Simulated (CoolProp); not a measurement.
Hydrogen sulfide along the isobar 1.98 MPa: density (kg/m³) from the reference equation and from simpler models built on Tc = 100.0 °C, pc = 8.999 MPa, ω = 0.101; each cubic takes its own stable root.

Values from CoolProp's reference Helmholtz-energy equation of state, Lemmon 2006. It is a short technical equation, of lower accuracy than the large ones.

```json
[
 {"T (°C)": "45.55", "phase": "gas", "reference": "29.50"},
 {"T (°C)": "66.15", "phase": "gas", "reference": "26.84"},
 {"T (°C)": "86.85", "phase": "gas", "reference": "24.72"},
 {"T (°C)": "107.45", "phase": "gas", "reference": "22.99"},
 {"T (°C)": "128.05", "phase": "gas", "reference": "21.53"},
 {"T (°C)": "148.75", "phase": "gas", "reference": "20.26"},
 {"T (°C)": "169.35", "phase": "gas", "reference": "19.16"},
 {"T (°C)": "189.95", "phase": "gas", "reference": "18.19"},
 {"T (°C)": "210.65", "phase": "gas", "reference": "17.32"},
 {"T (°C)": "231.25", "phase": "gas", "reference": "16.53"},
 {"T (°C)": "251.85", "phase": "gas", "reference": "15.82"},
 {"T (°C)": "272.55", "phase": "gas", "reference": "15.17"},
 {"T (°C)": "293.15", "phase": "gas", "reference": "14.58"},
 {"T (°C)": "313.75", "phase": "gas", "reference": "14.04"},
 {"T (°C)": "334.45", "phase": "gas", "reference": "13.53"}
]
```

Task: How far does each simpler model (ideal gas, van der Waals, Soave-Redlich-Kwong, Peng-Robinson) lie from the reference over these 15 states: mean and median of the absolute difference, and the worst?

Result: 
- ideal gas: mean 4.9 %, median 3.6 %, worst -13.7 % at 45.55 °C and 1.98 MPa
- van der Waals: mean 0.8 %, median 0.5 %, worst -3.6 % at 45.55 °C and 1.98 MPa
- Soave-Redlich-Kwong: mean 0.1 %, median 0.1 %, worst -0.4 % at 45.55 °C and 1.98 MPa
- Peng-Robinson: mean 0.7 %, median 0.7 %, worst +1.0 % at 107.45 °C and 1.98 MPa
